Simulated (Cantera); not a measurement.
What does this Cantera script print?

```python
import numpy as np
import cantera as ct

gas = ct.Solution("gri30.yaml")
gas.TPX = 1525, 93000, {'C2H4': 1, 'O2': 2.73, 'N2': 10.3, 'H2O': 2.8}
reactor = ct.IdealGasConstPressureReactor(gas, energy="on", clone=False)
net = ct.ReactorNet([reactor])
net.rtol, net.atol = 1e-08, 1e-16
show = ['C2H4', 'O2', 'H2O', 'NO', 'H2O2', 'CH3']
times = np.geomspace(5e-06, 2, 12)

steps = ct.SolutionArray(gas, extra=["t"])
rows = []
print(f"{'t/s':>10s}{'T/K':>9s}{'P/Pa':>11s}" + "".join(f"{s:>11s}" for s in show))
for t in times:
    while net.time < t:
        t_next = net.step()
        steps.append(gas.state, t=t_next)
    rows.append([np.interp(t, steps.t, y) for y in (steps.T, steps.P, *steps(*show).X.T)])
    print(f"{t:10.3e}{rows[-1][0]:9.1f}{rows[-1][1]:11.4g}" + "".join(f"{x:11.3e}" for x in rows[-1][2:]))
rate = np.gradient(steps.T, steps.t)
print("integrator steps:", len(steps.t))
if steps.T.max() > steps.T[0] + 200:
    print(f"time of steepest temperature rise: {steps.t[rate.argmax()]:.4e} s")
gas.TPX = 1525, 93000, {'C2H4': 1, 'O2': 2.73, 'N2': 10.3, 'H2O': 2.8}
gas.equilibrate("HP")
print(f"equilibrium (HP): T = {gas.T:.1f} K  " + "  ".join(f"{s} {gas[s].X[0]:.3e}" for s in show))
```

Result:

```
       t/s      T/K       P/Pa       C2H4         O2        H2O         NO       H2O2        CH3
 5.000e-06   1525.0    9.3e+04  5.941e-02  1.622e-01  1.664e-01  7.736e-16  1.488e-09  1.876e-07
 1.615e-05   1525.4    9.3e+04  5.896e-02  1.618e-01  1.664e-01  1.332e-12  1.478e-06  1.102e-04
 5.218e-05   2359.4    9.3e+04  1.944e-23  2.612e-02  2.046e-01  3.827e-05  2.320e-07  2.145e-14
 1.686e-04   2564.1    9.3e+04  1.766e-23  2.009e-02  2.206e-01  1.912e-04  2.239e-07  1.733e-14
 5.446e-04   2675.4    9.3e+04  2.909e-23  1.625e-02  2.304e-01  8.557e-04  2.819e-07  2.443e-14
 1.759e-03   2677.1    9.3e+04  3.133e-23  1.543e-02  2.309e-01  2.800e-03  2.783e-07  2.553e-14
 5.684e-03   2671.8    9.3e+04  3.372e-23  1.440e-02  2.310e-01  5.901e-03  2.663e-07  2.643e-14
 1.836e-02   2670.3    9.3e+04  3.443e-23  1.412e-02  2.310e-01  6.773e-03  2.629e-07  2.669e-14
 5.932e-02   2670.3    9.3e+04  3.443e-23  1.412e-02  2.310e-01  6.777e-03  2.629e-07  2.669e-14
 1.916e-01   2670.3    9.3e+04  3.443e-23  1.412e-02  2.310e-01  6.777e-03  2.629e-07  2.669e-14
 6.191e-01   2670.3    9.3e+04  3.443e-23  1.412e-02  2.310e-01  6.777e-03  2.629e-07  2.669e-14
 2.000e+00   2670.3    9.3e+04  3.443e-23  1.412e-02  2.310e-01  6.777e-03  2.629e-07  2.669e-14
integrator steps: 1526
time of steepest temperature rise: 3.1064e-05 s
equilibrium (HP): T = 2670.3 K  C2H4 3.774e-23  O2 1.412e-02  H2O 2.310e-01  NO 6.777e-03  H2O2 2.629e-07  CH3 3.416e-14
```

Cantera simulation using GRI-Mech 3.0 (53 species, 325 reactions); the numbers are that mechanism's predictions, not measurements. GRI-Mech 3.0 was tuned for natural gas; its chemistry of ethylene as a main component is partial and can be far from experiment.
